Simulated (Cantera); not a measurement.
Feed: 1 mol C2H6, a varied amount of H2O, 4.6 mol N2, at 3000 K and 77.0 bar.

These are equilibrium values from Cantera (NASA tables, ideal gas, pure condensed phases), not measurements of a reactor. Candidate condensed phases: C, C6H6, C7H8, C8H18, H2O; 136 gas species. The ideal-gas law is rough above about 30 bar. Rates play no part.

### Question
Which condensed phases are stable at each of these points (n(H2O) (mol)): 0.16, 0.33, 0.5, 0.67, 0.83, 1, 1.2, 1.3, 1.5, 1.7, 1.8, 2?

### Answer
```tsv
n(H2O) (mol)	condensed phases	C condensed (%)
0.16	C(graphite)	35.1
0.33	C(graphite)	24.6
0.5	C(graphite)	14.0
0.67	C(graphite)	3.5
0.83	gas only	0.0
1	gas only	0.0
1.2	gas only	0.0
1.3	gas only	0.0
1.5	gas only	0.0
1.7	gas only	0.0
1.8	gas only	0.0
2	gas only	0.0
```

From 0.16 mol H2O to 0.67 mol H2O the condensed part is C(graphite). From 0.83 mol H2O to 2 mol H2O nothing is condensed.
